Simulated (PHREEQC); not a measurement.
Make-up at 25 °C: 3.3 mmol/kgw MnSO4, 0.54 mmol/kgw NiCl2, 0.13 mmol/kgw NaF and 5.1 mmol/kgw Na2SO4. Closed to the air; pH follows from the charge balance.

Model: ion-association model, wateq4f.dat, run in PHREEQC.

| quantity | before | after |
|---|---|---|
| pH | 6.66 | 6.79 |
| ionic strength (mol/kgw) | 0.0255 | 0.0253 |
| SO4-2 (mol/kgw) | 0.00712 | 0.00705 |
| Ni+2 (mol/kgw) | 0.000381 | 0.000382 |
| NaSO4- (mol/kgw) | 0.000198 | 0.000197 |
| NiSO4 (mol/kgw) | 0.000157 | 0.000157 |
| SI of Morenosite (NiSO4:7H2O) | -3.73 | -3.73 |
| SI of Mirabilite (Na2SO4:10H2O) | -5.41 | -5.42 |

Which change was made?
(A) MnSO4 from 0.0033 to 0.033 mol/kgw
(B) diluted 5-fold with water
(C) MnSO4 replaced by CaSO4 at the same molality
(D) temperature from 25 to 90 °C
(E) Na2SO4 left out

C, MnSO4 replaced by CaSO4 at the same molality

This is a speciation only: nothing precipitates in the calculation.
